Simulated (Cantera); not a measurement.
A Cantera script and its output.

```python
import numpy as np
import cantera as ct

gas = ct.Solution("h2o2.yaml")
gas.TPX = 700, 220000, {'H2': 1, 'O2': 0.725, 'N2': 2.75}
flame = ct.FreeFlame(gas, width=0.023)
flame.set_refine_criteria(ratio=3, slope=0.08, curve=0.16)
flame.transport_model = "mixture-averaged"
flame.solve(loglevel=0, auto=True)
z, T = flame.grid, flame.T
thick = (T[-1] - T[0]) / np.gradient(T, z).max()
show = ['H2', 'O2', 'HO2', 'H2O2', 'O', 'H']
print(f"laminar burning velocity  {flame.velocity[0] * 100:.3f} cm/s")
print(f"burnt temperature         {T[-1]:.1f} K")
print(f"thermal thickness         {thick * 1e3:.4f} mm")
print(f"grid points               {len(z)}")
z0 = z[flame.heat_release_rate.argmax()]
print(f"{'z/mm':>9s}{'T/K':>9s}{'u/(m/s)':>9s}" + "".join(f"{s:>11s}" for s in show))
rows = []
for k in (-3, -2, -1.5, -1, -0.5, -0.25, 0, 0.25, 0.5, 1, 2, 4, 8):
    zz = z0 + k * thick
    rows.append([k * thick, np.interp(zz, z, T), np.interp(zz, z, flame.velocity),
                 *(np.interp(zz, z, flame.X[gas.species_index(s)]) for s in show)])
    print(f"{rows[-1][0] * 1e3:9.3f}{rows[-1][1]:9.1f}{rows[-1][2]:9.3f}" + "".join(f"{x:11.3e}" for x in rows[-1][3:]))
```

It prints:

```
laminar burning velocity  708.858 cm/s
burnt temperature         2288.0 K
thermal thickness         0.1714 mm
grid points               122
     z/mm      T/K  u/(m/s)         H2         O2        HO2       H2O2          O          H
   -0.514    700.0    7.089  2.235e-01  1.620e-01  2.497e-11  9.148e-14  6.560e-15  3.520e-15
   -0.343    700.0    7.089  2.235e-01  1.620e-01  1.994e-09  6.470e-12  3.020e-12  3.171e-12
   -0.257    700.0    7.088  2.234e-01  1.620e-01  5.337e-08  1.838e-10  1.771e-10  4.016e-10
   -0.171    700.2    7.086  2.229e-01  1.621e-01  3.536e-06  1.641e-08  2.295e-08  1.338e-07
   -0.086    726.7    7.277  2.130e-01  1.630e-01  3.605e-04  7.935e-06  1.698e-05  1.812e-04
   -0.043    924.9    9.022  1.762e-01  1.579e-01  3.404e-04  2.434e-05  4.987e-04  3.714e-03
    0.000   1304.7   12.376  9.935e-02  1.246e-01  1.867e-04  1.270e-05  4.935e-03  1.768e-02
    0.043   1598.8   14.996  4.049e-02  8.205e-02  1.026e-04  4.775e-06  1.122e-02  2.572e-02
    0.086   1757.4   16.384  2.309e-02  6.609e-02  6.778e-05  2.639e-06  1.281e-02  2.253e-02
    0.171   1917.7   17.725  1.680e-02  6.015e-02  4.385e-05  1.432e-06  1.065e-02  1.455e-02
    0.343   2061.7   18.883  1.206e-02  5.758e-02  2.611e-05  8.636e-07  7.125e-03  7.490e-03
    0.685   2171.9   19.743  7.275e-03  5.622e-02  1.431e-05  5.782e-07  4.048e-03  3.090e-03
    1.371   2243.1   20.286  3.678e-03  5.587e-02  8.139e-06  4.218e-07  1.987e-03  1.033e-03
```

Computed with Cantera and the H2/O2 subset of GRI-Mech 3.0, which has no nitrogen chemistry. The hydrogen kinetics of GRI-Mech 3.0 are dated; newer H2 mechanisms differ, most at raised pressure. Burning velocities carry a grid error of a few per cent, more on coarse grids. Lean hydrogen flames are cellular in practice and burn faster than this planar one.
